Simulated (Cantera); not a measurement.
An adiabatic, constant-volume homogeneous reactor starts with 19.5 % CH₄, 16.9 % O₂, 63.6 % N₂, at 1298 K and 270000 Pa.

Detailed kinetics in Cantera: GRI-Mech 3.0 (53 species, 325 reactions).

### Question
Predict: time of steepest temperature rise; temperature at 0.300 s; equilibrium temperature; x(CH₄) at 0.300 s; x(O₂) at 0.300 s; x(O) at 0.300 s; x(CH₂O) at 0.300 s.

### Answer
```
Property                                                             Value
---------------------------------  ---------------------------------------
time of steepest temperature rise                                  7.68 ms
temperature at 0.300 s                                              2490 K
equilibrium temperature                                             2490 K
x(CH₄) at 0.300 s                  1.74e-9 (gas-phase equilibrium 1.96e-9)
x(O₂) at 0.300 s                   1.28e-6 (gas-phase equilibrium 1.28e-6)
x(O) at 0.300 s                    6.23e-6 (gas-phase equilibrium 6.23e-6)
x(CH₂O) at 0.300 s                 7.85e-8 (gas-phase equilibrium 7.85e-8)
```
